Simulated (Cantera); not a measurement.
A Cantera script and its output.

```python
import numpy as np
import cantera as ct

gas = ct.Solution("gri30.yaml")
gas.TPX = 1025, 2666, {'H2': 0.12, 'O2': 1, 'N2': 0.068}
reactor = ct.IdealGasConstPressureReactor(gas, energy="off", clone=False)
net = ct.ReactorNet([reactor])
net.rtol, net.atol = 1e-08, 1e-18
show = ['H2', 'O2', 'H2O', 'O', 'H', 'HO2']
times = np.geomspace(1e-06, 40, 10)

steps = ct.SolutionArray(gas, extra=["t"])
rows = []
print(f"{'t/s':>10s}{'T/K':>9s}{'P/Pa':>11s}" + "".join(f"{s:>11s}" for s in show))
for t in times:
    while net.time < t:
        t_next = net.step()
        steps.append(gas.state, t=t_next)
    rows.append([np.interp(t, steps.t, y) for y in (steps.T, steps.P, *steps(*show).X.T)])
    print(f"{t:10.3e}{rows[-1][0]:9.1f}{rows[-1][1]:11.4g}" + "".join(f"{x:11.3e}" for x in rows[-1][2:]))
rate = np.gradient(steps.T, steps.t)
print("integrator steps:", len(steps.t))
if steps.T.max() > steps.T[0] + 200:
    print(f"time of steepest temperature rise: {steps.t[rate.argmax()]:.4e} s")
gas.TPX = 1025, 2666, {'H2': 0.12, 'O2': 1, 'N2': 0.068}
gas.equilibrate("TP")
print(f"equilibrium (TP): T = {gas.T:.1f} K  " + "  ".join(f"{s} {gas[s].X[0]:.3e}" for s in show))
```

It prints:

```
       t/s      T/K       P/Pa         H2         O2        H2O          O          H        HO2
 1.000e-06   1025.0       2666  1.010e-01  8.418e-01  3.859e-16  2.491e-14  3.189e-12  3.215e-12
 6.993e-06   1025.0       2666  1.010e-01  8.418e-01  1.166e-13  1.161e-12  2.141e-11  2.251e-11
 4.890e-05   1025.0       2666  1.010e-01  8.418e-01  2.651e-11  4.648e-11  1.361e-10  1.584e-10
 3.420e-04   1025.0       2666  1.010e-01  8.418e-01  6.743e-09  3.603e-09  4.105e-09  1.234e-09
 2.392e-03   1025.0       2666  2.237e-02  8.026e-01  6.201e-02  2.099e-02  2.932e-02  1.740e-05
 1.673e-02   1025.0       2666  1.855e-04  8.319e-01  1.057e-01  1.211e-03  1.577e-04  8.081e-06
 1.170e-01   1025.0       2666  3.201e-06  8.333e-01  1.063e-01  2.437e-05  4.425e-07  5.716e-07
 8.179e-01   1025.0       2666  1.146e-07  8.333e-01  1.064e-01  1.340e-06  5.701e-09  4.043e-08
 5.720e+00   1025.0       2666  9.632e-09  8.333e-01  1.064e-01  1.329e-07  1.771e-10  4.501e-09
 4.000e+01   1025.0       2666  1.138e-09  8.333e-01  1.064e-01  1.657e-08  7.784e-12  1.083e-09
integrator steps: 1883
equilibrium (TP): T = 1025.0 K  H2 1.299e-10  O2 8.333e-01  H2O 1.064e-01  O 1.857e-09  H 3.062e-13  HO2 1.612e-09
```

Computed with Cantera and GRI-Mech 3.0 (53 species, 325 reactions). Radical loss at walls, strong at low pressure, is not modelled. The temperature is held fixed by assumption; the heat of reaction is taken as removed at once.
